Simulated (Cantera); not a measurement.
Input (Python, Cantera) and output of one run.

```python
import numpy as np
import cantera as ct

gas_names = [...]  # 109 gases of nasa_gas.yaml made of C, Cl, H, Si
cond_names = """
    C(gr) C6H6(L) C7H8(L) C8H18(L),n-octa Si(cr) Si(L) SiC(b)
""".split()


# ... load() reads the species with a 1 bar reference pressure and builds the phases ...
atoms = {
    'SiH2Cl2': {'Si': 1, 'H': 2, 'CL': 2},
    'CH4': {'C': 1, 'H': 4},
    'H2': {'H': 2},
}
top_T = {'C(gr)': 4500, 'SiC(b)': 3050}  # K; cautious upper limits of use, not melting points


# ... equilibrate(T, P, feed) seeds the gas with the atoms and calls Mixture.equilibrate('TP', solver="vcs", rtol=1e-11, max_steps=5000) ...
results = []
feed = {'SiH2Cl2': 1, 'CH4': 1.9, 'H2': 110}  # mol
P = 10000  # Pa
for T in [1098, 1248, 1398, 1548, 1698, 1848, 1998, 2148, 2298, 2448]:
    mix = equilibrate(T, P, feed)
    results.append((T, P, feed, dict(zip(mix.species_names, mix.species_moles))))

top = {s: max(r[3][s] / sum(r[3][g] for g in gas_names) for r in results) for s in gas_names}
cols = sorted((s for s in top if top[s] > 0.001), key=lambda s: -top[s])[:7]
seen = [c for c in cond_names if any(r[3].get(c, 0) > 1e-12 for r in results)]
print("log10 of partial pressures in bar; condensed amounts in mol")
print(f"{'T/K':>10s}" + "".join(f"{s[:9]:>10s}" for s in cols + seen))
for T, P, feed, n in results:
    ng = sum(n[g] for g in gas_names)
    print(f"{T:10.4g}" + "".join(f"{np.log10(max(n[s] / ng * P / 1e5, 1e-99)):10.3f}" for s in cols)
          + "".join(f"{n.get(c, 0):10.4g}" for c in seen))
```

Result:

```
log10 of partial pressures in bar; condensed amounts in mol
       T/K        H2         H       HCL C2H2,acet        Si       CH4      SiC2     C(gr)    SiC(b)
      1098    -1.009    -8.111    -2.762    -8.904   -16.734    -3.455   -21.556    0.4962    0.9995
      1248    -1.008    -6.835    -2.762    -7.622   -13.761    -3.969   -17.653    0.7759    0.9997
      1398    -1.008    -5.829    -2.763    -6.618   -11.431    -4.375   -14.597    0.8511    0.9995
      1548    -1.008    -5.015    -2.763    -5.812    -9.556    -4.703   -12.141    0.8744     0.999
      1698    -1.008    -4.344    -2.764    -5.150    -8.016    -4.973   -10.127     0.873    0.9981
      1848    -1.008    -3.780    -2.765    -4.598    -6.728    -5.198    -8.446    0.8373    0.9965
      1998    -1.010    -3.300    -2.768    -4.130    -5.636    -5.390    -7.023    0.7314    0.9909
      2148    -1.014    -2.887    -2.773    -3.732    -4.698    -5.559    -5.803    0.4997    0.9581
      2298    -1.023    -2.530    -2.785    -3.392    -3.884    -5.714    -4.747    0.1223     0.759
      2448    -1.041    -2.222    -2.807    -3.184    -3.264    -5.909    -3.997         0         0
```

These are equilibrium values from Cantera (NASA tables, ideal gas, pure condensed phases), not measurements of a reactor. The tables' values for SiCl are old estimates; treat these amounts as uncertain. Gases not in the tables: Si2H6 and higher silanes.
